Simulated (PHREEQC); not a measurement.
Make-up at 20 °C: 0.0078 mol/kgw H2SO4, 0.00075 mol/kgw KNO3 and 0.045 mol/kgw H3BO3. Closed to the air; pH follows from the charge balance.

Model: ion-association model, wateq4f.dat, run in PHREEQC.

```json
[
 {"quantity": "pH", "before": "1.95", "after": "3.82"},
 {"quantity": "ionic strength (mol/kgw)", "before": "0.0179", "after": "0.000239"},
 {"quantity": "SO4-2 (mol/kgw)", "before": "0.00468", "after": "7.70e-5"},
 {"quantity": "HSO4- (mol/kgw)", "before": "0.00311", "after": "9.73e-7"},
 {"quantity": "KSO4- (mol/kgw)", "before": "1.31e-5", "after": "3.46e-9"},
 {"quantity": "H2BO3- (mol/kgw)", "before": "2.44e-9", "after": "1.58e-9"}
]
```

Q: What was changed between the two runs?
(A) KNO3 from 0.00075 to 0.0015 mol/kgw
(B) temperature from 20 to 5 °C
(C) 0.00071 mol/kgw SrBr2 added
(D) diluted 100-fold with water
(E) 0.0016 mol/kgw CsCl added

A: D, diluted 100-fold with water

No solid was allowed to form.
